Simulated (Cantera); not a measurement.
An adiabatic, constant-pressure homogeneous reactor starts with 15.4 % CH3OH, 17.7 % O2, 66.9 % N2, at 1548 K and 1.00 atm.

Cantera simulation using GRI-Mech 3.0 (53 species, 325 reactions); the numbers are that mechanism's predictions, not measurements. GRI-Mech 3.0 was tuned for natural gas; its chemistry of methanol as a main component is partial and can be far from experiment.

Question: Predict: time of steepest temperature rise; temperature at 2.00 s; equilibrium temperature; x(O2) at 2.00 s; x(CH2O) at 2.00 s.

Answer: 
```
Quantity                                                            Result
---------------------------------  ---------------------------------------
time of steepest temperature rise                                 0.135 ms
temperature at 2.00 s                                               2742 K
equilibrium temperature                                             2742 K
x(O2) at 2.00 s                    0.00735 (gas-phase equilibrium 0.00735)
x(CH2O) at 2.00 s                  1.31e-9 (gas-phase equilibrium 1.31e-9)
```
